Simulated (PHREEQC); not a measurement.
A solution holds 0.62 mol/kgw NH3 and 0.13 mol/kgw K2SO4, at 20 °C and 500 atm. Closed to the air; pH follows from the charge balance.

Equilibrium calculation in PHREEQC: ion-association model, phreeqc.dat.

This is a speciation only: nothing precipitates in the calculation.

Task: Order these S species by the share of S that they hold, largest first: KSO4-, SO4-2, NH4SO4-.

Result: SO4-2 (77 %), KSO4- (22 %), NH4SO4- (1.1 %)

The pH is 11.70 and the ionic strength 0.337 mol/kgw. Under pressure, the constants of complexes without a molar volume in the database are unreliable.
